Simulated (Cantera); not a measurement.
A closed system holds: 1 mol PbS, 6.9 mol H2, 73 mol N2, at 2.40 Torr.

Method: chemical equilibrium by Gibbs-energy minimisation in Cantera with the NASA 1993 tables (ideal gas, pure condensed phases). Candidate condensed phases: Pb, PbS, S; 18 gas species. Gases not in the tables: S3 to S7. Kinetics and transport are ignored.

Question: Which condensed phases are stable at each of these points (T (K)): 798, 898, 998, 1098, 1198, 1298, 1398, 1498, 1598, 1698, 1798, 1898, 1998?

Answer: 
```
T (K)  condensed phases  Pb condensed (%)
-----  ----------------  ----------------
798      Pb(l) + PbS(s)              99.6
898      Pb(l) + PbS(s)              85.9
998            gas only               0.0
1098           gas only               0.0
1198           gas only               0.0
1298           gas only               0.0
1398           gas only               0.0
1498           gas only               0.0
1598           gas only               0.0
1698           gas only               0.0
1798           gas only               0.0
1898           gas only               0.0
1998           gas only               0.0
```

From 798 K to 898 K the condensed part is Pb(l) + PbS(s). From 998 K to 1998 K nothing is condensed.
